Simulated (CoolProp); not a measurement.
Vapour-liquid equilibrium of toluene (1) + o-xylene (2) at 269.65 °C; x and y are mole fractions of (1).

Model: multi-fluid Helmholtz-energy mixture model, Lemmon 2006 and Zhou 2012; pair parameters Bell 2016, in CoolProp.

```
x      bubble pressure (MPa)  y at the bubble point  dew pressure at overall composition x (MPa)  liquid density (mol/L)
-----  ---------------------  ---------------------  -------------------------------------------  ----------------------
0.05                   1.237                  0.073                                        1.223                   5.873
0.125                  1.304                  0.177                                        1.269                   5.898
0.2                    1.373                  0.274                                        1.319                   5.921
0.275                  1.444                  0.364                                        1.374                   5.944
0.35                   1.517                  0.448                                        1.433                   5.965
0.425                  1.592                  0.526                                        1.497                   5.985
0.5                    1.668                  0.599                                        1.566                   6.003
0.575                  1.745                  0.668                                        1.642                   6.020
0.65                   1.823                  0.732                                        1.724                   6.036
0.725                  1.902                  0.794                                        1.814                   6.050
0.8                    1.983                  0.853                                        1.910                   6.063
0.875                  2.064                  0.909                                        2.014                   6.075
0.95                   2.147                  0.964                                        2.126                   6.085
```

No azeotrope shows between x = 0.05 and 0.95.

The pair parameters rest on a limited set of measurements; away from them the model extrapolates.
